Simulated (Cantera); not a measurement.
Equilibrium for thermal oxidation and active oxidation of silicon: Si + CO₂ + H₂

Charge: 1 mol Si, 0.021 mol CO₂, 19 mol H₂, held at 0.000680 bar.

These are equilibrium values from Cantera (NASA tables, ideal gas, pure condensed phases), not measurements of a reactor. Candidate condensed phases: C, C₆H₆, C₇H₈, C₈H₁₈, H₂O, Si, SiC, SiO₂; 123 gas species. Mutual solubility and eutectic melting of coexisting phases are not modelled. Gases not in the tables: Si₂H₆ and higher silanes. The numbers say what is thermodynamically allowed, not how fast it happens.

From 1548 K to 1648 K the condensed part is Si(s) + SiC(s). From 1698 K to 1898 K the condensed part is Si(l) + SiC(s). At 1948 K the condensed part is Si(l). At 1998 K nothing is condensed. The main Si-bearing gas is SiO at 1548 K and Si at 1998 K. The share of Si in condensed phases is highest at 1548 K (95.8 %) and lowest at 1998 K (0.0 %).

```
T (K)   x H₂      x H      x Si    x SiO     x SiH    x Si₂C      x CO  n Si(s)  n SiC(s)  n Si(l)
-----  -----  -------  --------  -------  --------  --------  --------  -------  --------  -------
1548   0.997  0.00118   4.67e-5  0.00214   3.22e-6   1.03e-7   6.85e-5    0.939    0.0197        0
1598   0.996  0.00204  0.000138  0.00212   7.85e-6   4.31e-7   8.03e-5    0.937    0.0195        0
1648   0.994  0.00340  0.000379  0.00211   1.81e-5   1.65e-6   9.32e-5    0.933    0.0192        0
1698   0.991  0.00552  0.000966  0.00209   3.90e-5   5.76e-6  0.000111        0    0.0188    0.921
1748   0.987  0.00870   0.00214  0.00204   7.38e-5   1.71e-5  0.000152        0    0.0178    0.899
1798   0.980   0.0134   0.00454  0.00198  0.000134   4.77e-5  0.000204        0    0.0162    0.852
1848   0.968   0.0200   0.00923  0.00190  0.000236  0.000126  0.000266        0    0.0134    0.757
1898   0.950   0.0292    0.0181  0.00180  0.000401  0.000314  0.000336        0   0.00816    0.572
1948   0.920   0.0416    0.0342  0.00171  0.000657  0.000663  0.000373        0         0    0.218
1998   0.894   0.0582    0.0443  0.00158  0.000744  0.000553  0.000462        0         0        0
```
x: gas mole fraction; n: condensed amount in mol.
